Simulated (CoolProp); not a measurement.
Values from CoolProp's reference Helmholtz-energy equation of state, Gao 2016.

**Question.** For sulfur dioxide, give the phase and the Z, cp (kJ/(kg K)), cv (kJ/(kg K)), speed of sound (m/s) at 190.85 °C and 121 bar.

**Answer.** 
- 190.85 °C and 121 bar: supercritical; Z 0.407, cp 3.90, cv 0.858, speed of sound 212
